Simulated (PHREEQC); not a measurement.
Dissolve 0.01 mol HF, 0.001 mol NH4HF2 and 6.2e-05 mol H4SiO4 per kg of water at 20 °C. Closed to the air; pH follows from the charge balance.

All values are PHREEQC results (ion-association model, phreeqc.dat), not measurements.

This is a speciation only: nothing precipitates in the calculation.

Q: Order these F species by the share of F that they hold, largest first: F-, SiF6-2, HF2-, HF.

A: HF (70 %), F- (25 %), SiF6-2 (3.1 %), HF2- (1.6 %)

The pH is 2.67 and the ionic strength 0.00333 mol/kgw. SiF6-2 is the database's only silicon fluoride.
